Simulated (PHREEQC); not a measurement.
A solution holds 0.06 mol ZnCl2, 0.02 mol Na2SO4 and 0.042 mol H2SO4 per kg of water, at 25 °C. Closed to the air; pH follows from the charge balance.

The numbers come from PHREEQC with the ion-association model, phreeqc.dat.

Question: The ionic strength comes out as 0.244 mol/kgw. What activity coefficients do HSO4-, Zn+2, SO4-2, ZnCl+, H+ get?

Answer: HSO4- 0.74, Zn+2 0.28, SO4-2 0.27, ZnCl+ 0.70, H+ 0.79.

Precipitation was switched off in this run.
